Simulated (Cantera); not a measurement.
Gas mixture: C2H4 = 0.38 (molar parts), at 500000 Pa, frozen composition.

Cantera's kinetic-theory transport with the Lennard-Jones parameters of GRI-Mech 3.0, ideal gas; thermal conductivity in the multicomponent form. The composition is frozen, though it would react at the higher temperatures.

D: mixture-averaged diffusion coefficient of that species in the mixture.

| T (K) | ρ (kg/m³) | cp (J/kg/K) | μ (µPa s) | λ (mW/m/K) | Pr | D (cm²/s) NO | D (cm²/s) H2O | D (cm²/s) OH |
|---|---|---|---|---|---|---|---|---|
| 400 | 4.22 | 1877 | 13.3 | (withheld) | 0.748 | 0.0543 | 0.0584 | 0.0836 |
| 650 | 2.60 | 2664 | 20.4 | (withheld) | 0.750 | 0.128 | 0.150 | 0.196 |
| 900 | 1.87 | 3167 | 26.3 | (withheld) | 0.749 | 0.224 | 0.274 | 0.341 |
| 1150 | 1.47 | 3563 | 31.5 | (withheld) | 0.748 | 0.339 | 0.427 | 0.515 |
| 1400 | 1.21 | 3836 | 36.2 | (withheld) | 0.746 | 0.471 | 0.603 | 0.715 |
| 1650 | 1.02 | 4034 | 40.5 | (withheld) | 0.745 | 0.620 | 0.802 | 0.941 |
| 1900 | 0.888 | 4178 | 44.5 | (withheld) | 0.744 | 0.784 | 1.02 | 1.19 |
| 2150 | 0.785 | 4282 | 48.3 | (withheld) | 0.742 | 0.962 | 1.26 | 1.46 |

Task: Complete the blanks.

Result: 
- 400, λ (mW/m/K): 33.5
- 650, λ (mW/m/K): 72.4
- 900, λ (mW/m/K): 111
- 1150, λ (mW/m/K): 150
- 1400, λ (mW/m/K): 186
- 1650, λ (mW/m/K): 219
- 1900, λ (mW/m/K): 250
- 2150, λ (mW/m/K): 279
